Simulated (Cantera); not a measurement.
An adiabatic, constant-volume homogeneous reactor starts with 15.9 % H2, 17.6 % O2, 66.5 % N2, equivalence ratio 0.45, at 1125 K and 8.19 atm.

Model: GRI-Mech 3.0 (53 species, 325 reactions), integrated in Cantera. The hydrogen kinetics of GRI-Mech 3.0 are dated; newer H2 mechanisms differ, most at raised pressure.

One state of this run: T (K) = 1143; P (bar) = 8.42; x H2 = 0.157; x O2 = 0.175; x NO = 4.51e-12; x O = 1.42e-6; x N2O = 1.26e-9. x: mole fraction; the columns are a selection and need not sum to one.

Q: Which value of t (s) does it belong to?
A. 0.285
B. 0.0811
C. 0.000534
D. 0.00658

A: C, 0.000534
